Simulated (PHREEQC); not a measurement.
0.012 g of hydrous ferric oxide (600 m²/g; 0.2 weak and 0.005 strong sites per Fe, Dzombak-Morel constants, diffuse double layer) in 1 kg of water with 0.001 mol/kgw of an inert sodium salt and 3.5e-07 mol NiCl2 and 2e-05 mol NaH2PO4, at 25 °C; the pH is set by adding NaOH or the inert anion's acid. Oxygen is held at 0.21 atm. CO2 from the air is kept out. Nothing may precipitate in this run.

All values are PHREEQC results (ion-association model, wateq4f.dat), not measurements.

Question: Predict P sorbed (%) at pH = 9.25, 9.62.

Answer: 
```
pH    P sorbed (%)
----  ------------
9.25           2.8
9.62           0.7
```

Species that the database lacks are ignored. H3PO4, which wateq4f.dat lacks, is added to it with the constant of phreeqc.dat. The database has no phosphate complexes of Ni.
